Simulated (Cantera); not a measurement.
Equilibrium for carbon deposition, reforming and gasification: C₂H₄ + CO₂ + N₂

Feed: 1 mol C₂H₄, 2.9 mol CO₂, 23 mol N₂, at 0.510 Torr.

Equilibrium computed with Cantera from the NASA thermochemical tables; the gas is ideal and each condensed phase is pure. Candidate condensed phases: C, C₆H₆, C₇H₈, C₈H₁₈, H₂O; 136 gas species. The numbers say what is thermodynamically allowed, not how fast it happens.

From 2025 K to 2625 K nothing is condensed. The main C-bearing gas is CO throughout.

```json
[
 {"T (K)": "2025", "x N₂": "0.763", "x CO": "0.150", "x H": "0.0151", "x H₂": "0.0421", "x O": "0.000161", "x H₂O": "0.0164", "x CO₂": "0.0125"},
 {"T (K)": "2125", "x N₂": "0.758", "x CO": "0.149", "x H": "0.0267", "x H₂": "0.0368", "x O": "0.000695", "x H₂O": "0.0150", "x CO₂": "0.0121"},
 {"T (K)": "2225", "x N₂": "0.749", "x CO": "0.149", "x H": "0.0432", "x H₂": "0.0303", "x O": "0.00246", "x H₂O": "0.0120", "x CO₂": "0.0110"},
 {"T (K)": "2325", "x N₂": "0.737", "x CO": "0.149", "x H": "0.0639", "x H₂": "0.0229", "x O": "0.00657", "x H₂O": "0.00747", "x CO₂": "0.00851"},
 {"T (K)": "2425", "x N₂": "0.723", "x CO": "0.149", "x H": "0.0851", "x H₂": "0.0154", "x O": "0.0127", "x H₂O": "0.00328", "x CO₂": "0.00530"},
 {"T (K)": "2525", "x N₂": "0.713", "x CO": "0.149", "x H": "0.102", "x H₂": "0.00895", "x O": "0.0185", "x H₂O": "0.00102", "x CO₂": "0.00273"},
 {"T (K)": "2625", "x N₂": "0.707", "x CO": "0.149", "x H": "0.112", "x H₂": "0.00470", "x O": "0.0224", "x H₂O": "0.000260", "x CO₂": "0.00126"}
]
```
x: gas mole fraction; nothing condenses.
